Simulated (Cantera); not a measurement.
B₂O₃ + N₂ (boron, boron nitride and boron oxide)

Charge: 1 mol B₂O₃, 0.51 mol N₂, at 2173 K and 0.100 bar.

Method: chemical equilibrium by Gibbs-energy minimisation in Cantera with the NASA 1993 tables (ideal gas, pure condensed phases). Candidate condensed phases: B, BN, B₂O₃; 17 gas species. The numbers say what is thermodynamically allowed, not how fast it happens.

```
Property                             Value
-------------------------------  ---------
x(B₂O₃)                              0.653
x(N₂)                                0.336
x(BO₂)                             0.00557
x(BO)                              0.00393
x(B₂O₂)                           0.000921
x(NO)                              5.43e-5
x(O)                               2.31e-5
x(O₂)                              1.03e-5
gas amount                       1.517 mol
log10 activity of B(s) (absent)      -5.09
```
